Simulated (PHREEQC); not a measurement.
A solution holds 0.22 mol HCl, 0.0056 mol NaCl and 0.00031 mol MnSO4 per kg of water, at 30 °C. Closed to the air; pH follows from the charge balance.

Model: ion-association model, wateq4f.dat, run in PHREEQC.

```
quantity           before     after
---------------  --------  --------
pH                   0.76      6.86
HSO4- (mol/kgw)  0.000272   1.40e-9
Mn+2 (mol/kgw)   0.000240  0.000240
MnCl+ (mol/kgw)   6.63e-5   6.61e-5
SO4-2 (mol/kgw)   3.74e-5  0.000241
MnCl2 (mol/kgw)   3.17e-6   3.15e-6
```

Q: Name the change that produced these shifts.
A) HCl replaced by LiCl at the same molality
B) HCl from 0.22 to 0.198 mol/kgw
C) HCl from 0.22 to 2.2 mol/kgw
D) NaCl left out
E) diluted 10-fold with water

A: A, HCl replaced by LiCl at the same molality

This is a speciation only: nothing precipitates in the calculation.
